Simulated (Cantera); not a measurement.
**Diamond growth**

A diamond (100) surface in a fixed gas of H2 with x(CH4) = 0.023, x(H) = 0.00072, x(CH3) = 2e-05, at 1375 K; coverages are run to steady state.

Cantera simulation using the Harris–Goodwin 1993 mechanism for the reconstructed diamond (100) surface; the numbers are that mechanism's predictions, not measurements.

```json
[
 {"P (Pa)": "1300", "growth (µm/h)": "0.00493", "θ c6HH": "0.433", "θ c6H*": "0.0515", "θ c6*H": "0.489", "θ c6**": "0.0266"},
 {"P (Pa)": "2100", "growth (µm/h)": "0.0116", "θ c6HH": "0.433", "θ c6H*": "0.0515", "θ c6*H": "0.489", "θ c6**": "0.0266"},
 {"P (Pa)": "3400", "growth (µm/h)": "0.0261", "θ c6HH": "0.433", "θ c6H*": "0.0514", "θ c6*H": "0.488", "θ c6**": "0.0266"},
 {"P (Pa)": "5600", "growth (µm/h)": "0.0575", "θ c6HH": "0.434", "θ c6H*": "0.0514", "θ c6*H": "0.488", "θ c6**": "0.0266"},
 {"P (Pa)": "9100", "growth (µm/h)": "0.118", "θ c6HH": "0.434", "θ c6H*": "0.0514", "θ c6*H": "0.488", "θ c6**": "0.0265"},
 {"P (Pa)": "15000", "growth (µm/h)": "0.236", "θ c6HH": "0.434", "θ c6H*": "0.0514", "θ c6*H": "0.488", "θ c6**": "0.0265"},
 {"P (Pa)": "24000", "growth (µm/h)": "0.440", "θ c6HH": "0.434", "θ c6H*": "0.0514", "θ c6*H": "0.488", "θ c6**": "0.0265"},
 {"P (Pa)": "39000", "growth (µm/h)": "0.830", "θ c6HH": "0.434", "θ c6H*": "0.0514", "θ c6*H": "0.488", "θ c6**": "0.0265"}
]
```
θ: site fractions in the mechanism's names (c6HH fully hydrogenated, c6H* and c6*H radical sites, c6** diradical, c6HM methylated).
